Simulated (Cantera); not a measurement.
Feed: 1 mol SiCl₄, 0.15 mol HCl, 59 mol N₂, at 900 °C and 10.0 mbar.

Method: chemical equilibrium by Gibbs-energy minimisation in Cantera with the NASA 1993 tables (ideal gas, pure condensed phases). Candidate condensed phases: NH₄Cl, Si, Si₃N₄; 28 gas species. The tables' values for SiCl₃ are old estimates; treat these amounts as uncertain. Equilibrium is a limit: real reactors are often held back by kinetics, nucleation or transport.

**Question.** What is the equilibrium state?

**Answer.** 
| Item | Value |
|---|---|
| x(N₂) | 0.981 |
| x(SiCl₄) | 0.0166 |
| x(HCl) | 0.00249 |
| x(SiCl₃) | 2.16e-5 |
| x(Cl) | 2.14e-5 |
| gas amount | 60.15 mol |
| log10 activity of Si(s) (absent) | -9.55 |
